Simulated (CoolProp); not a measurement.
A closed Brayton cycle with carbon dioxide: compressor inlet 305.15 K and 9.6 MPa, high pressure 28.9 MPa, turbine inlet 825 K, compressor efficiency 0.85, turbine efficiency 0.93, recuperator effectiveness 0.9 (on enthalpy, no pinch check). Each further row changes one setting.

Computed with CoolProp (reference Helmholtz-energy equation of state, Span 1996).

```tsv
case	thermal efficiency (%)	net work (kJ/kg)	compressor to turbine work	compressor exit (K)	turbine exit (K)
as stated	38.0	120	0.19	332.3	688.9
turbine inlet 775 K	36.5	109	0.21	332.3	643.8
compressor inlet 315.15 K	36.7	112	0.24	363.0	688.9
high pressure 24.6 MPa	36.6	106	0.18	327.3	708.2
recuperator effectiveness 0.5	24.1	120	0.19	332.3	688.9
```
